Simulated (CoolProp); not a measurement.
Computed with CoolProp (reference Helmholtz-energy equation of state, Fiedler 2023).

### Question
For tetrahydrofuran, give the phase and the density (kg/m³), isothermal compressibility (1/MPa), expansivity (1/kK), fugacity coefficient at 448.4 K and 2560 kPa.

### Answer
- 448.4 K and 2560 kPa: liquid; density 695, isothermal compressibility 0.00512, expansivity 2.34, fugacity coefficient 0.459
